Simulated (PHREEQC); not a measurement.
Consider water at 25 °C with 0.013 mol/kgw H2SO4, 0.00081 mol/kgw CuSO4 and 0.022 mol/kgw MnSO4. Closed to the air; pH follows from the charge balance.

Equilibrium calculation in PHREEQC: ion-association model, phreeqc.dat.

Each row changes one thing in this solution. Precipitation was switched off in this run.

| case | pH | ionic strength (mol/kgw) | SO4-2 (mol/kgw) | HSO4- (mol/kgw) | Cu+2 (mol/kgw) | CuSO4 (mol/kgw) |
|---|---|---|---|---|---|---|
| as made | 1.90 | 0.0772 | 0.0172 | 0.0108 | 0.000506 | 0.000304 |
| 0.0014 mol/kgw Al2(SO4)3 added | 1.90 | 0.0818 | 0.0181 | 0.0110 | 0.000503 | 0.000307 |
| H2SO4 from 0.013 to 0.0013 mol/kgw | 2.88 | 0.0614 | 0.0152 | 0.00104 | 0.000504 | 0.000306 |
| 0.0026 mol/kgw TMAH added | 1.95 | 0.0783 | 0.0179 | 0.00992 | 0.000500 | 0.000310 |
| diluted 10-fold with water | 2.70 | 0.0106 | 0.00277 | 0.000398 | 6.48e-5 | 1.62e-5 |
| MnSO4 left out | 1.78 | 0.0275 | 0.00668 | 0.00689 | 0.000575 | 0.000235 |

Complexes and solids missing from the database can't appear.
